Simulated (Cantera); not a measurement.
Equilibrium for silicon oxide and oxynitride deposition: HMDSO + NO + H₂ + H₂O

Charge: 1 mol HMDSO, 0.56 mol NO, 69 mol H₂, 1.2 mol H₂O, at 1098 K and 100000 Pa.

These are equilibrium values from Cantera (NASA tables, ideal gas, pure condensed phases), not measurements of a reactor. Candidate condensed phases: C, C₆H₆, C₇H₈, C₈H₁₈, H₂O, Si, SiC, SiO₂, Si₂N₂O, Si₃N₄; 151 gas species. The feed counts by its element totals alone. Mutual solubility and eutectic melting of coexisting phases are not modelled. The numbers say what is thermodynamically allowed, not how fast it happens.

```
Quantity                              Value
--------------------------------  ---------
x(H₂)                                 0.966
x(CH₄)                               0.0341
x(CO)                               3.25e-6
n(C(graphite))                     3.19 mol
n(SiC(s))                         0.200 mol
n(SiO₂(β-quartz))                  1.24 mol
n(Si₂N₂O(s))                      0.280 mol
gas amount                        76.59 mol
log10 activity of Si(s) (absent)      -3.07
```
